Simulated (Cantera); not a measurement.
What does this Cantera script print?

```python
import numpy as np
import cantera as ct

gas_names = """
    H HNO HNO2 HNO3 HO2 H2 H2O H2O2 N NH NH2 NH3 NH2OH NO NO2 NO3 N2 N2H2 N2H4 N2O O OH O2 O3 Si SiH
    SiH2 SiH3 SiH4 SiN SiO SiO2 Si2 Si2N Si3
""".split()
cond_names = """
    H2O(s) H2O(L) Si(cr) Si(L) SiO2(Lqz) SiO2(hqz) SiO2(L) Si2N2O(s) Si3N4(a)
""".split()


# ... load() reads the species with a 1 bar reference pressure and builds the phases ...
atoms = {
    'Si3N4': {'Si': 3, 'N': 4},
    'N2O': {'N': 2, 'O': 1},
    'H2': {'H': 2},
}
top_T = {'Si2N2O(s)': 2100, 'Si3N4(a)': 2400}  # K; cautious upper limits of use, not melting points


# ... equilibrate(T, P, feed) seeds the gas with the atoms and calls Mixture.equilibrate('TP', solver="vcs", rtol=1e-11, max_steps=5000) ...
results = []
feed = {'Si3N4': 1, 'N2O': 0.19, 'H2': 2.1}  # mol
T = 1048.15  # K
P = 10000  # Pa
mix = equilibrate(T, P, feed)
results.append((T, P, feed, dict(zip(mix.species_names, mix.species_moles))))
x = sorted(zip(gas.X, gas.species_names), reverse=True)
print(f"T = {T:g} K  P = {P:g} Pa  gas = {mix.phase_moles(0):.4g} mol")
print("   x: " + "  ".join(f"{s} {v:.3e}" for v, s in x if v > 0.0001))
print("   condensed (mol): " + ("  ".join(f"{mix.phase(i).name} {mix.phase_moles(i):.4g}"
      for i in range(1, mix.n_phases) if mix.phase_moles(i) > 1e-12) or "none"))
```

Output:

```
T = 1048.15 K  P = 10000 Pa  gas = 2.353 mol
   x: H2 8.923e-01  N2 1.076e-01
   condensed (mol): Si2N2O(s) 0.19  Si3N4(a) 0.8733
```

Cantera equilibrium calculation (NASA polynomials, part measured and part estimated; ideal gas, pure solids and liquids). Mutual solubility and eutectic melting of coexisting phases are not modelled.
